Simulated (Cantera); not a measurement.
Standard-state values (1 bar) from the NASA 1993 polynomials, evaluated with Cantera. Values are per mole of reaction as written; species without (g) are pure solids or liquids, kept so even where they would boil at 1 bar. The tables' values for SiF2 are old estimates.

SF4(g) + SiF2(g) ⇌ Si + SF6(g), with ΔH° = 130.5 kJ and ΔS° = -245.9 J/K at 300 K.

Q: How far is the shortcut ΔG° ≈ ΔH°(300 K) − T·ΔS°(300 K) from the full temperature-dependent value at 623, 673, 723, 773, 823, 873, 923, 973, 1023, 1073 K?

A: 
```tsv
T (K)	shortcut (kJ)	full (kJ)	difference (kJ)	difference in log10 K
623	283.7	283.5	0.2	-0.02
673	296.0	295.7	0.4	-0.03
723	308.3	307.7	0.6	-0.04
773	320.6	319.8	0.8	-0.06
823	332.9	331.8	1.1	-0.07
873	345.2	343.7	1.5	-0.09
923	357.5	355.7	1.8	-0.10
973	369.8	367.5	2.3	-0.12
1023	382.1	379.4	2.7	-0.14
1073	394.4	391.2	3.2	-0.16
```
The shortcut ignores the heat-capacity change of the reaction.
